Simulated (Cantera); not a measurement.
An isothermal plug-flow reactor at 975 K and 2.60 bar (inlet), inlet velocity 2 m/s, active area per volume 1200 1/m; feed 1.61 % CO, 5.74 % O₂, 90.7 % N₂, 1.95 % H₂O, equivalence ratio 0.14.

Computed with Cantera and Deutschmann's 1995 Pt surface mechanism with GRI-Mech 3.0 gas chemistry. Catalytic surfaces can have several steady states; this one follows from the mechanism file's or the stated starting coverage. Mass transfer to the wall is taken as infinitely fast.

One state of this run: x CO = 0.00112; x O₂ = 0.0503; x H₂O = 0.0197; x CO₂ = 0.0151; θ free Pt = 0.183; θ O* = 0.812; θ OH* = 0.00429; θ CO* = 0.000778. x: gas mole fraction; θ: surface coverage.

**Question.** Which value of z (m) does it belong to?
A) 8.4e-05
B) 0.0018
C) 0.00018
D) 0.00039

**Answer.** C, 0.00018
